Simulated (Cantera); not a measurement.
## BN + H₂ (nitride etching)

Charge: 1 mol BN, 24 mol H₂, equilibrated at 1.40 Pa.

Method: chemical equilibrium by Gibbs-energy minimisation in Cantera with the NASA 1993 tables (ideal gas, pure condensed phases). Candidate condensed phases: B, BN; 15 gas species. Mutual solubility and eutectic melting of coexisting phases are not modelled. The tables' values for BH₂ are old estimates; treat these amounts as uncertain. Equilibrium is a limit: real reactors are often held back by kinetics, nucleation or transport.

```csv
T (°C),x H₂,x H,x N₂,x B,x BH₂,x BH,x BN,n BN(s),n B(s)
427,1.00,6.76e-12,<1e-12,<1e-12,<1e-12,<1e-12,<1e-12,1.00,0
627,1.00,3.12e-8,3.53e-12,<1e-12,4.57e-12,<1e-12,<1e-12,1.00,0
827,1.000,6.91e-6,3.82e-9,<1e-12,7.31e-9,<1e-12,<1e-12,1.00,0
1027,1.000,0.000296,8.16e-7,1.41e-10,9.02e-7,6.25e-11,<1e-12,1.000,0
1227,0.995,0.00469,0.000389,1.38e-7,9.84e-6,1.36e-8,6.36e-11,0.981,0.0185
1427,0.942,0.0382,0.0200,2.64e-5,5.75e-5,8.02e-7,3.85e-8,0,0.998
1627,0.791,0.189,0.0184,0.00165,0.000202,1.85e-5,1.21e-6,0,0.949
```
x: gas mole fraction; n: condensed amount in mol.

From 427 °C to 1027 °C the condensed part is BN(s). At 1227 °C the condensed part is B(s) + BN(s). From 1427 °C to 1627 °C the condensed part is B(s).
